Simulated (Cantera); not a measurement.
An adiabatic, constant-volume homogeneous reactor starts with 2.12 % C3H8, 11.9 % O2, 73.7 % N2, 12.3 % CO2, at 1725 K and 2630 Torr.

Computed with Cantera and GRI-Mech 3.0 (53 species, 325 reactions). GRI-Mech 3.0 was tuned for natural gas; its chemistry of propane as a main component is partial and can be far from experiment.

One state of this run: T (K) = 2440; P (bar) = 5.24; x C3H8 = <1e-12; x O2 = 0.0351; x CO2 = 0.126; x CH2CO = <1e-12; x H = 0.00326. x: mole fraction; the columns are a selection and need not sum to one.

Problem. Which value of t (s) does it belong to?
A) 0.0337
B) 0.000534
C) 0.0120
D) 2.38e-5

Solution. D, 2.38e-5
